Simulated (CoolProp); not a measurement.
Vapour-liquid equilibrium of R22 (1) + R115 (2) at 21.1 kPa; x and y are mole fractions of (1).

Model: multi-fluid Helmholtz-energy mixture model, Kamei 1995 and Lemmon 2016; pair parameters Bell 2016, in CoolProp.

Q: Give the bubble temperature and the first vapour's composition at x = 0.25, 0.55, 0.85. Is there an azeotrope?

A: x = 0.25: 199.5 K, y = 0.367; x = 0.55: 199.3 K, y = 0.486; x = 0.85: 201.2 K, y = 0.737. y crosses x between x = 0.35 and 0.45: the model has an azeotrope there.

Pair parameters are fitted to limited data, so mixtures are less certain than the pure fluids.
